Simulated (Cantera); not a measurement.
What does this Cantera script print?

```python
import numpy as np
import cantera as ct

gas = ct.Solution("gri30.yaml")
gas.TPX = 1200, 1000000, {'CH4': 1, 'O2': 1.11, 'N2': 4.18, 'H2O': 0.41}
reactor = ct.IdealGasReactor(gas, energy="on", clone=False)
net = ct.ReactorNet([reactor])
net.rtol, net.atol = 1e-08, 1e-16
show = ['CH4', 'O2', 'H2O', 'HO2', 'N2O']
times = np.geomspace(3e-06, 9, 10)

steps = ct.SolutionArray(gas, extra=["t"])
rows = []
print(f"{'t/s':>10s}{'T/K':>9s}{'P/Pa':>11s}" + "".join(f"{s:>11s}" for s in show))
for t in times:
    while net.time < t:
        t_next = net.step()
        steps.append(gas.state, t=t_next)
    rows.append([np.interp(t, steps.t, y) for y in (steps.T, steps.P, *steps(*show).X.T)])
    print(f"{t:10.3e}{rows[-1][0]:9.1f}{rows[-1][1]:11.4g}" + "".join(f"{x:11.3e}" for x in rows[-1][2:]))
rate = np.gradient(steps.T, steps.t)
print("integrator steps:", len(steps.t))
if steps.T.max() > steps.T[0] + 200:
    print(f"time of steepest temperature rise: {steps.t[rate.argmax()]:.4e} s")
gas.TPX = 1200, 1000000, {'CH4': 1, 'O2': 1.11, 'N2': 4.18, 'H2O': 0.41}
gas.equilibrate("UV")
print(f"equilibrium (UV): T = {gas.T:.1f} K  " + "  ".join(f"{s} {gas[s].X[0]:.3e}" for s in show))
```

Output:

```
       t/s      T/K       P/Pa        CH4         O2        H2O        HO2        N2O
 3.000e-06   1200.0      1e+06  1.493e-01  1.657e-01  6.119e-02  3.378e-08  4.263e-15
 1.573e-05   1200.0      1e+06  1.493e-01  1.657e-01  6.119e-02  1.666e-07  1.026e-13
 8.251e-05   1200.0      1e+06  1.493e-01  1.657e-01  6.120e-02  6.293e-07  2.308e-12
 4.327e-04   1200.2      1e+06  1.492e-01  1.656e-01  6.123e-02  1.064e-06  3.003e-11
 2.269e-03   1203.0  1.002e+06  1.487e-01  1.653e-01  6.161e-02  3.391e-06  3.638e-10
 1.190e-02   2637.0  2.495e+06  1.341e-09  1.130e-05  1.885e-01  3.861e-08  4.123e-08
 6.240e-02   2637.0  2.495e+06  1.341e-09  1.130e-05  1.885e-01  3.861e-08  4.123e-08
 3.273e-01   2637.0  2.495e+06  1.341e-09  1.130e-05  1.885e-01  3.861e-08  4.123e-08
 1.716e+00   2637.0  2.495e+06  1.341e-09  1.130e-05  1.885e-01  3.861e-08  4.123e-08
 9.000e+00   2637.0  2.495e+06  1.341e-09  1.130e-05  1.885e-01  3.861e-08  4.123e-08
integrator steps: 2212
time of steepest temperature rise: 6.2904e-03 s
equilibrium (UV): T = 2637.0 K  CH4 1.501e-09  O2 1.130e-05  H2O 1.885e-01  HO2 3.861e-08  N2O 4.123e-08
```

Cantera simulation using GRI-Mech 3.0 (53 species, 325 reactions); the numbers are that mechanism's predictions, not measurements.
